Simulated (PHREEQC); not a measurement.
Solution (25 °C and 50 atm): 0.00015 mol H4SiO4 per kg of water. Closed to the air; pH follows from the charge balance.

Model: ion-association model, phreeqc.dat, run in PHREEQC.

Precipitation was switched off in this run.

Estimate the pH.

pH 6.74.

Saturation is exceeded, for instance for Quartz (slow to form); the values hold only as long as no solid forms. Under pressure, the constants of complexes without a molar volume in the database are unreliable.
